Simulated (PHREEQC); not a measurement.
Nickel, zinc or cadmium bath: speciation

A solution holds 0.225 mol CdCl2, 0.00069 mol KCl and 0.015 mol FeSO4 per kg of water, at 80 °C. Closed to the air; pH follows from the charge balance.

Equilibrium calculation in PHREEQC: ion-association model, phreeqc.dat.

This is a speciation only: nothing precipitates in the calculation.

**Question.** Estimate the pH, ionic strength, activity of water.

**Answer.** pH 5.06; ionic strength 0.255 mol/kgw; activity of water 0.993.

**Question.** In which forms is Cl present?

**Answer.** Cl- 40 %, CdCl+ 29 %, CdCl2 23 %, CdCl3- 7.9 % of the Cl.

Complexes and solids missing from the database can't appear. Away from 25 °C the constants follow the database's enthalpies or fits; those with neither stay at their 25 °C values.
